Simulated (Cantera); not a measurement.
Input: 1 mol toluene, 3.1 mol CO2, held at 2550 K and 12.0 bar.

These are equilibrium values from Cantera (NASA tables, ideal gas, pure condensed phases), not measurements of a reactor. Candidate condensed phases: C, C6H6, C7H8, C8H18, H2O; 110 gas species. Equilibrium is a limit: real reactors are often held back by kinetics, nucleation or transport.

Base state: CO 0.606, H2 0.383, H 0.00557, C2H2 (acetylene) 0.00509, CH4 0.000244, CH3 6.30e-5, H2O 5.99e-5, C4H2 2.80e-5 (mole fractions); condensed: C(graphite).

Q: What changes in the equilibrium state with this change: temperature from 2550 K to 1700 K?

A: 
```csv
species,before,after
CO,0.606,0.608
H2,0.383,0.388
CH4,0.000244,0.00198
H,0.00557,2.65e-5
C2H2 (acetylene),0.00509,2.85e-5
C4H2,2.80e-5,<1e-9
CO2,1.50e-5,0.000626
"C(graphite), mol",3.79,3.90
```

Q: What changes in the equilibrium state with this change: temperature from 2550 K to 1773.15 K?

A: 
```csv
species,before,after
CO,0.606,0.608
H2,0.383,0.389
CH4,0.000244,0.00153
H,0.00557,5.13e-5
C2H2 (acetylene),0.00509,5.46e-5
C4H2,2.80e-5,3.01e-9
CO2,1.50e-5,0.000390
H2O,5.99e-5,0.000927
CH3,6.30e-5,4.09e-6
C2H4,1.43e-5,7.20e-6
"C(graphite), mol",3.79,3.90
```
